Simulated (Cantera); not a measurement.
Input: 1 mol SiCl₄, 0.69 mol Cl₂, 0.21 mol H₂, held at 425 °C and 0.140 bar.

Cantera equilibrium calculation (NASA polynomials, part measured and part estimated; ideal gas, pure solids and liquids). Candidate condensed phases: Si; 19 gas species. The numbers say what is thermodynamically allowed, not how fast it happens.

Base state: SiCl₄ 0.526, Cl₂ 0.253, HCl 0.221 (mole fractions); condensed: gas only.

**Question.** What changes in the equilibrium state with this change: 0.88 mol NH₃ added?

**Answer.** 
| species | before | after |
|---|---|---|
| HCl | 0.221 | 0.377 |
| SiCl₄ | 0.526 | 0.273 |
| H₂ | <1e-9 | 0.229 |
| Cl₂ | 0.253 | <1e-9 |
| N₂ | 0 | 0.120 |
| NH₃ | 0 | 5.12e-5 |
| SiHCl₃ | <1e-9 | 3.29e-5 |
Further candidate phases: NH₄Cl, Si₃N₄.

**Question.** What changes in the equilibrium state with this change: temperature from 425 °C to 800 °C?

**Answer.** 
```
species   before    after
-------  -------  -------
SiCl₄      0.526    0.526
Cl₂        0.253    0.252
HCl        0.221    0.221
Cl       8.39e-7  0.00144
```
